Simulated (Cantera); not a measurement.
What does this Cantera script print?

```python
import numpy as np
import cantera as ct

gas = ct.Solution("gri30.yaml", transport_model="multicomponent")
show = ['NO', 'CO2', 'NH3']

rows = []
print(f"{'T/K':>7s}{'rho':>11s}{'cp':>10s}{'mu':>11s}{'lambda':>11s}{'Pr':>7s}" + "".join(f"{'D_' + s:>11s}" for s in show))
for T in [400, 650, 900, 1150, 1400, 1650, 1900]:
    gas.TPX = T, 13000, {'C2H2': 0.74, 'N2': 0.74, 'H2': 0.55}
    Pr = gas.cp_mass * gas.viscosity / gas.thermal_conductivity
    D = [gas.mix_diff_coeffs_mole[gas.species_index(s)] for s in show]
    rows.append([gas.density, gas.cp_mass, gas.viscosity, gas.thermal_conductivity, Pr, *D])
    print(f"{T:7g}{gas.density:11.4e}{gas.cp_mass:10.1f}{gas.viscosity:11.4e}"
          f"{gas.thermal_conductivity:11.4e}{Pr:7.3f}" + "".join(f"{d:11.4e}" for d in D))
print("SI units: kg/m3, J/kg/K, Pa s, W/m/K, m2/s")
```

Result:

```
    T/K        rho        cp         mu     lambda     Pr       D_NO      D_CO2      D_NH3
    400 7.9154e-02    1824.4 1.7465e-05 6.0216e-02  0.529 2.9857e-04 2.3360e-04 3.2414e-04
    650 4.8710e-02    2010.6 2.5035e-05 9.0882e-02  0.554 6.8870e-04 5.5550e-04 7.9645e-04
    900 3.5179e-02    2163.5 3.1378e-05 1.2042e-01  0.564 1.1927e-03 9.7468e-04 1.4201e-03
   1150 2.7532e-02    2289.0 3.7004e-05 1.4896e-01  0.569 1.7975e-03 1.4787e-03 2.1736e-03
   1400 2.2615e-02    2391.9 4.2149e-05 1.7700e-01  0.570 2.4946e-03 2.0596e-03 3.0435e-03
   1650 1.9189e-02    2474.8 4.6941e-05 2.0416e-01  0.569 3.2777e-03 2.7121e-03 4.0211e-03
   1900 1.6664e-02    2541.3 5.1463e-05 2.3038e-01  0.568 4.1422e-03 3.4321e-03 5.0997e-03
SI units: kg/m3, J/kg/K, Pa s, W/m/K, m2/s
```

Cantera simulation using GRI-Mech 3.0 (53 species, 325 reactions); the numbers are that mechanism's predictions, not measurements. The composition is frozen, though it would react at the higher temperatures.
